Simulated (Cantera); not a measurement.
**Reactions in the system Ba-Br-H**

Source: NASA polynomial tables (part measured, part estimated), evaluated in Cantera. Values are per mole of reaction as written; species without (g) are pure solids or liquids, kept so even where they would boil at 1 bar.

H2(g) + BaBr2 ⇌ Ba + 2 HBr(g)

```tsv
T (K)	ΔH° (kJ)	ΔS° (J/K)	ΔG° (kJ)	log10 K	condensed phases
300	684.8	180.4	630.7	-109.81	BaBr2(s), Ba(s)
1398	637.0	128.0	458.0	-17.11	BaBr2(l), Ba(l)
1498	634.2	126.1	445.3	-15.53	BaBr2(l), Ba(l)
1598	631.4	124.3	432.8	-14.15	BaBr2(l), Ba(l)
1698	628.7	122.6	420.5	-12.93	BaBr2(l), Ba(l)
1798	626.0	121.1	408.3	-11.86	BaBr2(l), Ba(l)
```

BaBr2 ⇌ Ba + Br2(g)

```csv
T (K),ΔH° (kJ),ΔS° (J/K),ΔG° (kJ),log10 K,condensed phases
300,788.6,159.2,740.9,-128.99,"BaBr2(s), Ba(s)"
1398,745.9,115.3,584.7,-21.85,"BaBr2(l), Ba(l)"
1498,743.2,113.4,573.3,-19.99,"BaBr2(l), Ba(l)"
1598,740.6,111.7,562.0,-18.37,"BaBr2(l), Ba(l)"
1698,737.9,110.1,550.9,-16.95,"BaBr2(l), Ba(l)"
1798,735.3,108.6,540.0,-15.69,"BaBr2(l), Ba(l)"
```
